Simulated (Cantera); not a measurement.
# SiO₂ + F₂ + SiCl₄ (oxide etching and cleaning by halides)

Feed: 1 mol SiO₂, a varied amount of F₂, 0.83 mol SiCl₄, at 1673 K and 1.33 mbar.

Equilibrium computed with Cantera from the NASA thermochemical tables; the gas is ideal and each condensed phase is pure. Candidate condensed phases: Si, SiO₂; 26 gas species. The tables' values for SiCl₃, SiF₃, SiF₂ are old estimates; treat these amounts as uncertain. The tables hold silica as quartz up to 1696 K and as liquid above; real silica turns to tridymite and cristobalite and melts near 1996 K. Equilibrium is a limit: real reactors are often held back by kinetics, nucleation or transport.

```tsv
n(F₂) (mol)	x Cl	x F	x SiF₄	x O₂	x SiCl₄	x Cl₂	x ClF	x SiCl₃	n SiO₂(β-quartz)
1.1	0.698	1.53e-6	0.183	3.35e-8	0.0883	0.0235	1.03e-7	0.00439	1.000
1.5	0.751	2.43e-6	0.199	1.98e-7	0.0200	0.0272	1.77e-7	0.000922	1.000
2.2	0.679	5.95e-5	0.240	0.0587	4.50e-8	0.0222	3.90e-6	2.30e-9	0.730
3.1	0.572	7.56e-5	0.282	0.131	1.02e-8	0.0158	4.18e-6	6.16e-10	0.280
4.3	0.429	0.168	0.250	0.136	<1e-12	0.00888	0.00697	<1e-12	0
6.2	0.281	0.447	0.166	0.0903	<1e-12	0.00379	0.0121	<1e-12	0
8.7	0.192	0.618	0.114	0.0623	<1e-12	0.00178	0.0115	<1e-12	0
12	0.136	0.729	0.0810	0.0441	<1e-12	0.000886	0.00955	<1e-12	0
```
x: gas mole fraction; n: condensed amount in mol.

From 1.1 mol F₂ to 3.1 mol F₂ the condensed part is SiO₂(β-quartz). From 4.3 mol F₂ to 12 mol F₂ nothing is condensed. The main Si-bearing gas is SiF₄ throughout.
